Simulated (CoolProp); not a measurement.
A closed Brayton cycle with carbon dioxide: compressor inlet 319.15 K and 9.9 MPa, high pressure 34.1 MPa, turbine inlet 875 K, compressor efficiency 0.85, turbine efficiency 0.9, recuperator effectiveness 0.8 (on enthalpy, no pinch check). Each further row changes one setting.

The numbers come from the reference Helmholtz-energy equation of state, Span 1996 in CoolProp.

| case | thermal efficiency (%) | net work (kJ/kg) | compressor to turbine work | compressor exit (K) | turbine exit (K) |
|---|---|---|---|---|---|
| as stated | 33.5 | 122 | 0.28 | 385.4 | 722.1 |
| turbine inlet 825 K | 32.4 | 111 | 0.30 | 385.4 | 677.3 |
| compressor inlet 329.15 K | 32.1 | 108 | 0.37 | 422.4 | 722.1 |
| high pressure 29 MPa | 31.9 | 111 | 0.26 | 376.0 | 741.4 |
| recuperator effectiveness 0.5 | 25.2 | 122 | 0.28 | 385.4 | 722.1 |
